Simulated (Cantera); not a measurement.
FeS + H2S + O2 (roasting and sulfation)

A closed system holds: 1 mol FeS, 0.096 mol H2S, 0.034 mol O2, at 1273 K.

Equilibrium computed with Cantera from the NASA thermochemical tables; the gas is ideal and each condensed phase is pure. Candidate condensed phases: Fe, FeO, Fe(OH)2, Fe(OH)3, FeS, FeSO4, FeS2, Fe2O3, Fe2(SO4)3, Fe3O4, H2O, H2SO4, S; 22 gas species. FeS: taken at fixed stoichiometry. Gases not in the tables: S3 to S7. The numbers say what is thermodynamically allowed, not how fast it happens.

From 0.0100 bar to 20.0 bar the condensed part is FeS(s). The main Fe-bearing gas is Fe(OH)2 throughout.

| P (Pa) | log p H2O | log p H2S | log p S2 | log p H2 | log p SO2 | log p S2O | log p SH | n FeS(s) |
|---|---|---|---|---|---|---|---|---|
| 1000 | -2.34 | -3.01 | -2.54 | -2.86 | -3.77 | -5.07 | -4.95 | 1.00 |
| 3500 | -1.79 | -2.32 | -2.02 | -2.44 | -3.24 | -4.41 | -4.48 | 1.00 |
| 13000 | -1.21 | -1.64 | -1.47 | -2.03 | -2.63 | -3.69 | -4.00 | 1.00 |
| 45000 | -0.67 | -1.02 | -0.96 | -1.67 | -2.01 | -3.00 | -3.56 | 1.00 |
| 160000 | -0.13 | -0.41 | -0.43 | -1.32 | -1.36 | -2.28 | -3.13 | 1.00 |
| 560000 | 0.41 | 0.18 | 0.08 | -0.98 | -0.72 | -1.58 | -2.70 | 1.00 |
| 2000000 | 0.94 | 0.78 | 0.60 | -0.64 | -0.06 | -0.86 | -2.27 | 1.00 |
log p: log10 of the partial pressure in bar; n: condensed amount in mol.
